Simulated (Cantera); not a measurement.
An isothermal, constant-pressure homogeneous reactor starts with H₂ : O₂ = 0.022 : 1 (molar parts), at 1325 K and 20.0 Torr.

Cantera simulation using the H2/O2 subset of GRI-Mech 3.0, which has no nitrogen chemistry; the numbers are that mechanism's predictions, not measurements. Radical loss at walls, strong at low pressure, is not modelled.

x: mole fraction; the columns are a selection and need not sum to one.

```tsv
t (s)	x H₂	x O₂	x H	x OH	x O
0.000100	0.0215	0.978	___	3.67e-8	4.31e-8
0.000261	0.0215	0.978	___	2.85e-7	3.60e-7
0.000681	0.0215	0.978	___	2.30e-5	2.96e-5
0.00178	0.000965	0.960	___	0.00336	0.0156
0.00464	0.000166	0.960	___	0.00222	0.0162
0.0121	0.000138	0.964	___	0.00203	0.0134
0.0316	9.05e-5	0.969	___	0.00165	0.00859
0.0825	3.91e-5	0.974	___	0.00108	0.00364
0.215	1.07e-5	0.977	___	0.000569	0.000984
0.562	2.25e-6	0.978	___	0.000262	0.000206
1.47	4.67e-7	0.978	___	0.000120	4.28e-5
3.83	1.11e-7	0.978	___	5.86e-5	1.02e-5
10.0	3.43e-8	0.978	___	3.26e-5	3.16e-6
```

Question: What belongs in the gaps?

Answer: 
- 0.000100, x H: 1.25e-8
- 0.000261, x H: 7.49e-8
- 0.000681, x H: 5.81e-6
- 0.00178, x H: 0.00189
- 0.00464, x H: 0.00125
- 0.0121, x H: 0.000938
- 0.0316, x H: 0.000486
- 0.0825, x H: 0.000135
- 0.215, x H: 1.91e-5
- 0.562, x H: 1.84e-6
- 1.47, x H: 1.74e-7
- 3.83, x H: 2.04e-8
- 10.0, x H: 3.51e-9
